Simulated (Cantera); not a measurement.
## Transport properties of process gases

Gas mixture: 100 % NO, at 4.88 Torr, frozen composition.

Cantera's kinetic-theory transport with the Lennard-Jones parameters of GRI-Mech 3.0, ideal gas; thermal conductivity in the multicomponent form. The composition is frozen, though it would react at the higher temperatures.

| T (K) | ρ (kg/m³) | cp (J/kg/K) | μ (µPa s) | λ (mW/m/K) | Pr | D (cm²/s) O | D (cm²/s) NO | D (cm²/s) H |
|---|---|---|---|---|---|---|---|---|
| 400 | 0.00586 | 998.6 | 23.1 | 32.5 | 0.711 | 82.2 | -20800 | 317 |
| 500 | 0.00469 | 1016 | 27.0 | 38.7 | 0.709 | 120 | -30900 | 466 |
| 600 | 0.00391 | 1041 | 30.6 | 45.0 | 0.708 | 164 | -42500 | 638 |
| 700 | 0.00335 | 1067 | 34.0 | 51.2 | 0.708 | 212 | -55400 | 828 |
| 800 | 0.00293 | 1092 | 37.1 | 57.3 | 0.708 | 265 | -69600 | 1040 |
| 900 | 0.00261 | 1114 | 40.1 | 63.1 | 0.707 | 323 | -85000 | 1270 |
| 1000 | 0.00235 | 1133 | 42.9 | 68.8 | 0.707 | 384 | -102000 | 1510 |
| 1100 | 0.00213 | 1147 | 45.7 | 74.1 | 0.707 | 450 | -119000 | 1770 |
| 1200 | 0.00195 | 1159 | 48.4 | 79.3 | 0.707 | 521 | -138000 | 2050 |
D: mixture-averaged diffusion coefficient of that species in the mixture.
